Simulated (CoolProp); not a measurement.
Vapour-liquid equilibrium of n-octane (1) + o-xylene (2) at 377.3 K; x and y are mole fractions of (1).

Computed with CoolProp (multi-fluid Helmholtz-energy mixture model, Beckmüller 2019 and Zhou 2012; pair parameters Bell 2016).

```tsv
x	bubble pressure (MPa)	y at the bubble point	dew pressure at overall composition x (MPa)	liquid density (mol/L)
0.05	0.03193	0.091	0.03128	7.473
0.15	___	0.246	0.03291	7.224
0.25	0.03715	0.377	0.03468	6.986
0.35	___	0.489	0.03661	6.761
0.45	0.04188	0.587	0.03871	6.546
0.55	0.04412	0.676	0.04099	6.340
0.65	0.04628	0.756	0.04345	___
0.75	0.04840	0.831	0.04611	5.958
0.85	0.05048	___	0.04895	5.779
0.95	0.05253	0.968	0.05197	5.608
```

**Question.** Complete the blanks.

**Answer.** 
- 0.15, bubble pressure (MPa): 0.03461
- 0.35, bubble pressure (MPa): 0.03957
- 0.65, liquid density (mol/L): 6.145
- 0.85, y at the bubble point: 0.901

No azeotrope shows between x = 0.05 and 0.95.

The pair parameters rest on a limited set of measurements; away from them the model extrapolates.
